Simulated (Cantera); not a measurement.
Mixture: CH4 : CO : O2 : N2 = 1 : 0.56 : 3.26 : 8.47 (molar parts), at 1.01 bar, adiabatic and at constant pressure. Ignition delay is the time to a rise of 400 K.

Model: GRI-Mech 3.0 (53 species, 325 reactions), integrated in Cantera.

Problem. What does this change do: O2 3.26 to 1.3 parts?

Solution. 
```tsv
quantity	before	after
delay at 1025 K	0.628 s	3.33 s
delay at 1175 K	46.8 ms	0.230 s
delay at 1325 K	5.44 ms	23.7 ms
delay at 1475 K	0.981 ms	3.37 ms
delay at 1625 K	0.271 ms	0.693 ms
apparent activation energy between 1550 and 1700 K	160 kJ/mol	200 kJ/mol
```
